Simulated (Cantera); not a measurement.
Input: 1 mol SiH4, 0.63 mol N2, equilibrated at 1850 K and 0.100 bar.

Method: chemical equilibrium by Gibbs-energy minimisation in Cantera with the NASA 1993 tables (ideal gas, pure condensed phases). Candidate condensed phases: Si, Si3N4; 18 gas species. Mutual solubility and eutectic melting of coexisting phases are not modelled. Gases not in the tables: Si2H6 and higher silanes. Kinetics and transport are ignored.

Base state: H2 0.804, N2 0.195, H 0.00153, Si 6.45e-5, SiH2 3.39e-5, SiH 1.81e-5 (mole fractions); condensed: Si(l) + Si3N4(s).

Task: What changes in the equilibrium state with this change: pressure from 0.100 bar to 10.0 mbar?

Result: 
```tsv
species	before	after
H2	0.804	0.756
N2	0.195	0.239
H	0.00153	0.00468
Si	6.45e-5	0.000645
Si2N	5.26e-6	1.84e-5
SiN	3.45e-6	1.21e-5
SiH	1.81e-5	5.56e-5
Si(l), mol	0.780	0.998
Si3N4(s), mol	0.0731	0
```
The tables' values for SiN are old estimates; treat these amounts as uncertain.
